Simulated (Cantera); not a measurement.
What does this Cantera script print?

```python
import numpy as np
import cantera as ct

gas_names = """
    N2O N2
""".split()
cond_names = """
    Cu(cr) Cu(L) Cu2O(s) Cu2O(L)
""".split()


# ... load() reads the species with a 1 bar reference pressure and builds the phases ...
species = {s.name: s for s in load("nasa_gas.yaml", gas_names) + load("nasa_condensed.yaml", cond_names)}
# Each term lists the table entries of one substance; the one whose range holds T is used.
reactions = {
    '2 Cu + N2O(g) = Cu2O + N2(g)':
        [(-2, ['Cu(cr)', 'Cu(L)']), (-1, ['N2O']), (1, ['Cu2O(s)', 'Cu2O(L)']), (1, ['N2'])],
}


def pick(names, T):
    return next(species[n] for n in names if species[n].thermo.min_temp <= T <= species[n].thermo.max_temp)


results = []
for label, terms in reactions.items():
    print(label)
    print("     T/K   dH/kJ  dS/(J/K)   dG/kJ   log10 K")
    for T in [300, 550, 650, 750, 850, 950, 1050]:
        used = [(nu, pick(names, T)) for nu, names in terms]
        dH = sum(nu * s.thermo.h(T) for nu, s in used) / 1e6
        dS = sum(nu * s.thermo.s(T) for nu, s in used) / 1e3
        dG = dH - T * dS / 1e3
        logK = -dG * 1e6 / (ct.gas_constant * T * np.log(10))
        results.append((label, T, dH, dS, dG, logK, [s.name for _, s in used]))
        print(f"{T:8g} {dH:8.1f} {dS:8.1f} {dG:8.1f} {logK:8.2f}")
```

Result:

```
2 Cu + N2O(g) = Cu2O + N2(g)
     T/K   dH/kJ  dS/(J/K)   dG/kJ   log10 K
     300   -252.3     -2.3   -251.6    43.81
     550   -251.5     -0.3   -251.3    23.87
     650   -251.3      0.1   -251.3    20.20
     750   -251.1      0.4   -251.3    17.51
     850   -250.9      0.6   -251.4    15.45
     950   -250.8      0.7   -251.5    13.83
    1050   -250.6      0.9   -251.5    12.51
```

Cantera with NASA thermochemical tables; ideal gases at 1 bar, condensed phases pure. Condensed species are held in their standard states even where they would react or evaporate.
